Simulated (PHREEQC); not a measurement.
Copper plating or etch bath: speciation

Solution (25 °C): 0.051 mol/kgw Cu(NO3)2, 0.082 mol/kgw HCl and 0.26 mol/kgw KCl. Closed to the air; pH follows from the charge balance.

Equilibrium calculation in PHREEQC: ion-association model, phreeqc.dat.

```yaml
pH: 1.20
ionic_strength: 0.474 mol/kgw
activity_of_water: 0.986
specific_conductance: 59800 µS/cm
density: 1.018 g/cm³
total_alkalinity: -82.0 meq/kg
```

| species | molality | activity | log γ |
|---|---|---|---|
| Cl- | 0.332 | 0.217 | -0.185 |
| K+ | 0.260 | 0.168 | -0.189 |
| NO3- | 0.102 | 0.0630 | -0.209 |
| H+ | 0.0820 | 0.0628 | -0.116 |
| Cu+2 | 0.0411 | 0.0104 | -0.596 |
| CuCl+ | 0.00928 | 0.00607 | -0.184 |
| CuCl2 | 0.000633 | 0.000706 | 0.047 |
| CuCl3- | 8.29e-7 | 5.42e-7 | -0.184 |

No solid was allowed to form.
